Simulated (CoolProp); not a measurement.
The fluoroketone C6F12O (FK-5-1-12) at several states: Z from the reference equation and from simpler models built on Tc = 441.8 K, pc = 18.69 bar, ω = 0.471; each cubic takes its own stable root.

Model: reference Helmholtz-energy equation of state, McLinden 2015, in CoolProp.

```json
[
 {"T (K)": "296.2", "p (bar)": "59.1", "phase": "liquid", "reference": "0.4642"},
 {"T (K)": "382.2", "p (bar)": "1.46", "phase": "gas", "reference": "0.9518"},
 {"T (K)": "184.5", "p (bar)": "0.166", "phase": "liquid", "reference": "0.001784"}
]
```

How far does each simpler model (Redlich-Kwong, Peng-Robinson) lie from the reference over these 3 states: mean and median of the absolute difference, and the worst?


- Redlich-Kwong: mean 10.4 %, median 13.5 %, worst +16.9 % at 184.5 K and 0.166 bar
- Peng-Robinson: mean 1.7 %, median 1.1 %, worst -3.8 % at 296.2 K and 59.1 bar
